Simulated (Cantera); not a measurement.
Stirred combustor or abatement burner

A perfectly stirred reactor is fed with 8.55 % CH4, 19.2 % O2, 72.2 % N2, equivalence ratio 0.89, at 1.00 bar; it is adiabatic with a 800 K inlet, and is followed from long to short residence time, starting on the burning branch (τ in s: 0.024, 0.014, 0.008, 0.0046, 0.0027, 0.0015, 0.00089, 0.00052, 0.0003, 0.00017, 0.0001).

Computed with Cantera and GRI-Mech 3.0 (53 species, 325 reactions).

```tsv
τ (s)	T (K)	x CH4	x O2	x H2	x H2O2	x NO2	x NO
0.024	2385	4.74e-6	0.0250	0.00417	1.38e-7	8.61e-7	0.00266
0.014	2377	7.66e-6	0.0257	0.00446	1.37e-7	6.19e-7	0.00195
0.0080	2362	1.23e-5	0.0266	0.00492	1.36e-7	4.12e-7	0.00136
0.0046	2340	1.93e-5	0.0277	0.00560	1.36e-7	2.60e-7	0.000917
0.0027	2311	2.93e-5	0.0290	0.00647	1.41e-7	1.59e-7	0.000615
0.0015	2270	4.60e-5	0.0306	0.00767	1.52e-7	8.96e-8	0.000389
0.00089	2228	6.91e-5	0.0322	0.00887	1.69e-7	5.37e-8	0.000258
0.00052	2181	0.000107	0.0340	0.0102	1.94e-7	3.25e-8	0.000171
0.00030	2131	0.000172	0.0361	0.0115	2.26e-7	2.03e-8	0.000115
0.00017	2078	0.000291	0.0385	0.0127	2.68e-7	1.31e-8	7.78e-5
0.00010	2028	0.000501	0.0415	0.0137	3.17e-7	9.11e-9	5.46e-5
```
x: mole fraction; the columns are a selection and need not sum to one.
